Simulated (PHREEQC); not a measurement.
0.037 g of hydrous ferric oxide (600 m²/g; 0.2 weak and 0.005 strong sites per Fe, Dzombak-Morel constants, diffuse double layer) in 1 kg of water with 0.001 mol/kgw of an inert sodium salt and 2e-06 mol/kgw Na2SeO3, at 25 °C; the pH is set by adding NaOH or the inert anion's acid. The system is closed to oxygen. No CO2 enters from the air. No solid was allowed to form.

The series has 13 steps of pH, from 3 to 11.

Equilibrium calculation in PHREEQC: ion-association model, wateq4f.dat.

Near which pH is half of the Se sorbed, and on which side is more sorbed?

Near pH 8.4, with more sorbed at lower pH.

Complexes and solids missing from the database can't appear. The database's selenite sorption wasn't checked against measurements; a fall in acid may be a fault of its surface constants. The oxide is taken as insoluble; below pH 4 it would dissolve.
